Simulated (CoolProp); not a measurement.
Vapour-liquid equilibrium of isobutane (1) + isobutene (2) at 248.7 K; x and y are mole fractions of (1).

Computed with CoolProp (multi-fluid Helmholtz-energy mixture model, Bücker 2006 and Lemmon 2005; pair parameters Bell 2016).

Task: Give the bubble pressure and the first vapour's composition at x = 0.25, 0.85, 0.95. Is there an azeotrope?

Result: x = 0.25: 52.15 kPa, y = 0.298; x = 0.85: 58.63 kPa, y = 0.869; x = 0.95: 59.46 kPa, y = 0.956. No azeotrope shows between x = 0.05 and 0.95.

Pair parameters are fitted to limited data, so mixtures are less certain than the pure fluids.
